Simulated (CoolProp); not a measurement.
Cyclopropane along the isobar 28 MPa: fugacity coefficient from the reference equation and from simpler models built on Tc = 398.7 K, pc = 5.605 MPa, ω = 0.131; each cubic takes its own stable root.

Model: reference Helmholtz-energy equation of state, Polt 1992, in CoolProp. This equation is an older, rougher fit; its heat capacities, sound speeds and derivatives of the liquid may be far off and weren't checked against measurements.

| T (K) | phase | reference |
|---|---|---|
| 380.2 | liquid | 0.1928 |
| 386.8 | liquid | 0.2087 |
| 393.4 | liquid | 0.2249 |
| 400 | supercritical | 0.2416 |
| 406.7 | supercritical | 0.2587 |
| 413.3 | supercritical | 0.2759 |
| 419.9 | supercritical | 0.2933 |
| 426.6 | supercritical | 0.3110 |
| 433.2 | supercritical | 0.3285 |
| 439.8 | supercritical | 0.3461 |
| 446.5 | supercritical | 0.3638 |
| 453.1 | supercritical | 0.3812 |
| 459.7 | supercritical | 0.3983 |
| 466.4 | supercritical | 0.4156 |
| 473 | supercritical | 0.4323 |

How far does each simpler model (van der Waals, Redlich-Kwong, Soave-Redlich-Kwong, Peng-Robinson) lie from the reference over these 15 states: mean and median of the absolute difference, and the worst?


- van der Waals: mean 21.3 %, median 18.8 %, worst +45.4 % at 380.2 K and 28 MPa
- Redlich-Kwong: mean 6.0 %, median 5.5 %, worst +10.5 % at 380.2 K and 28 MPa
- Soave-Redlich-Kwong: mean 8.5 %, median 8.5 %, worst +9.3 % at 473 K and 28 MPa
- Peng-Robinson: mean 1.7 %, median 1.8 %, worst -2.4 % at 380.2 K and 28 MPa
